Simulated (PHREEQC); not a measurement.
A solution holds 0.0032 mol NaHS and 0.00019 mol Ca(HCO3)2 per kg of water, at 30 °C. Closed to the air; pH follows from the charge balance.

The numbers come from PHREEQC with the ion-association model, phreeqc.dat.

This is a speciation only: nothing precipitates in the calculation.

### Question
What pH, ionic strength, specific conductance does the model give?

### Answer
pH 8.86; ionic strength 0.00377 mol/kgw; specific conductance 434 µS/cm.

### Question
In which forms is C present?

### Answer
HCO3- 94 %, CO3-2 4.2 %, CaCO3 0.9 % of the C.
